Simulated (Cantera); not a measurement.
Input: 1 mol LiOH, 3.5 mol H2, 0.096 mol H2O, held at 10000 Pa.

Cantera equilibrium calculation (NASA polynomials, part measured and part estimated; ideal gas, pure solids and liquids). Candidate condensed phases: H2O, Li, LiH, LiOH, Li2O; 17 gas species. Equilibrium is a limit: real reactors are often held back by kinetics, nucleation or transport.

x: gas mole fraction; n: condensed amount in mol.

```
T (K)   x H2   x LiOH   x H2O      x Li       x H  x Li2O  n Li2O(s)
-----  -----  -------  ------  --------  --------  ------  ---------
1350   0.851  0.00749   0.141   4.93e-5   6.95e-6     [?]      0.484
1450   0.845   0.0217   0.133  0.000364   2.75e-5     [?]      0.454
1550   0.829   0.0523   0.116   0.00214   9.07e-5     [?]      0.384
1650   0.795    0.104  0.0892    0.0106  0.000256     [?]      0.245
1750   0.724    0.168  0.0638    0.0411  0.000626     [?]          0
1850   0.713    0.154  0.0759    0.0534   0.00144     [?]          0
1950   0.700    0.141  0.0883    0.0662   0.00303     [?]          0
```

**Question.** What belongs in the gaps?

**Answer.** 
- 1350, x Li2O: 5.48e-7
- 1450, x Li2O: 6.70e-6
- 1550, x Li2O: 5.81e-5
- 1650, x Li2O: 0.000382
- 1750, x Li2O: 0.00169
- 1850, x Li2O: 0.00145
- 1950, x Li2O: 0.00121
